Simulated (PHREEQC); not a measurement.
Acid rinse or clean: speciation

Make-up at 60 °C: 1.7 mmol/kgw H2SO4 and 84 mmol/kgw CuSO4. Closed to the air; pH follows from the charge balance.

Equilibrium calculation in PHREEQC: ion-association model, phreeqc.dat.

```json
{
  "pH": "3.17",
  "ionic_strength": "0.173 mol/kgw",
  "specific_conductance": "14300 µS/cm",
  "density": "0.996 g/cm³",
  "total_alkalinity": "-3.40 meq/kg"
}
```

```csv
species,molality,activity,log γ
Cu+2,0.0432,0.0138,-0.495
SO4-2,0.0423,0.0121,-0.542
CuSO4,0.0408,0.0425,0.017
HSO4-,0.00255,0.00188,-0.132
H+,0.000854,0.000677,-0.101
Cu2(OH)2+2,1.37e-6,4.07e-7,-0.528
CuOH+,2.85e-7,2.04e-7,-0.146
```

No solid was allowed to form. At this temperature some constants are extrapolated from 25 °C, and those without enthalpy data are left unchanged.
